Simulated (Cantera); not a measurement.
Thermodynamics of carbon deposition, reforming and gasification, feed CH3OH + NH3 + O2

Charge: 1 mol CH3OH, 0.25 mol NH3, 1.8 mol O2, at 100000 Pa.

Method: chemical equilibrium by Gibbs-energy minimisation in Cantera with the NASA 1993 tables (ideal gas, pure condensed phases). Candidate condensed phases: C, C6H6, C7H8, C8H18, H2O; 136 gas species. Equilibrium is a limit: real reactors are often held back by kinetics, nucleation or transport.

| T (K) | x H2O | x CO2 | x N2 | x O2 | x OH | x CO | x H2 | x NO |
|---|---|---|---|---|---|---|---|---|
| 748 | 0.657 | 0.277 | 0.0346 | 0.0311 | 2.55e-10 | <1e-12 | <1e-12 | 6.22e-8 |
| 848 | 0.657 | 0.277 | 0.0346 | 0.0311 | 5.52e-9 | <1e-12 | 1.57e-12 | 3.52e-7 |
| 948 | 0.657 | 0.277 | 0.0346 | 0.0311 | 6.26e-8 | 1.48e-11 | 6.35e-11 | 1.38e-6 |
| 1048 | 0.657 | 0.277 | 0.0346 | 0.0311 | 4.48e-7 | 4.53e-10 | 1.28e-9 | 4.18e-6 |
| 1148 | 0.657 | 0.277 | 0.0346 | 0.0311 | 2.28e-6 | 7.61e-9 | 1.53e-8 | 1.04e-5 |
| 1248 | 0.657 | 0.277 | 0.0346 | 0.0311 | 8.92e-6 | 8.11e-8 | 1.24e-7 | 2.24e-5 |
| 1348 | 0.657 | 0.277 | 0.0346 | 0.0311 | 2.85e-5 | 6.06e-7 | 7.36e-7 | 4.31e-5 |
| 1448 | 0.657 | 0.277 | 0.0346 | 0.0311 | 7.78e-5 | 3.43e-6 | 3.43e-6 | 7.58e-5 |
| 1548 | 0.657 | 0.277 | 0.0345 | 0.0310 | 0.000186 | 1.54e-5 | 1.31e-5 | 0.000124 |
| 1648 | 0.657 | 0.277 | 0.0345 | 0.0310 | 0.000402 | 5.78e-5 | 4.29e-5 | 0.000190 |
| 1748 | 0.657 | 0.277 | 0.0345 | 0.0309 | 0.000792 | 0.000186 | 0.000122 | 0.000278 |
| 1848 | 0.656 | 0.276 | 0.0344 | 0.0310 | 0.00145 | 0.000524 | 0.000310 | 0.000391 |
| 1948 | 0.654 | 0.275 | 0.0343 | 0.0312 | 0.00250 | 0.00132 | 0.000714 | 0.000531 |
x: gas mole fraction; nothing condenses.

From 748 K to 1948 K nothing is condensed. The main C-bearing gas is CO2 throughout.
